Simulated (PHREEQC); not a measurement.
A column of 0.2 m (30 cells, dispersivity 0.016 m, 720 s a shift, diffusion coefficient 3e-10 m²/s) holds 0.0011 eq of the database's cation exchanger X per kg of pore water, first in equilibrium with 13 mmol/kgw CaCl2 and 0.01 mmol/kgw HCl. It is flushed with 0.001 mol MgSO4 and 1e-05 mol HCl per kg of water, at 40 °C. Values are for the last cell. The system is closed to CO2. No solid was allowed to form.

Base run: PHREEQC, ion-association model, phreeqc.dat. Each further column changes one thing. The table gives Mg in solution (mol/kgw).

```csv
pore volumes,base,exchange capacity from 0.0011 to 0.00055 eq/kgw,dispersivity from 0.016 to 0.032 m
0,0,0,0
0.55,6.81e-5,[?],[?]
1.217,0.000563,0.000649,0.000618
1.75,0.000659,0.000784,[?]
2.283,0.000752,0.000866,0.000766
2.817,0.000859,0.000939,[?]
3.483,0.000942,[?],[?]
4.017,0.000974,[?],0.000930
```

### Question
Some entries are withheld; supply them.

### Answer

- 0.55, exchange capacity from 0.0011 to 0.00055 eq/kgw: 7.55e-5
- 0.55, dispersivity from 0.016 to 0.032 m: 0.000156
- 1.75, dispersivity from 0.016 to 0.032 m: 0.000725
- 2.817, dispersivity from 0.016 to 0.032 m: 0.000819
- 3.483, exchange capacity from 0.0011 to 0.00055 eq/kgw: 0.000982
- 3.483, dispersivity from 0.016 to 0.032 m: 0.000888
- 4.017, exchange capacity from 0.0011 to 0.00055 eq/kgw: 0.000994

Away from 25 °C the constants follow the database's enthalpies or fits; those with neither stay at their 25 °C values.
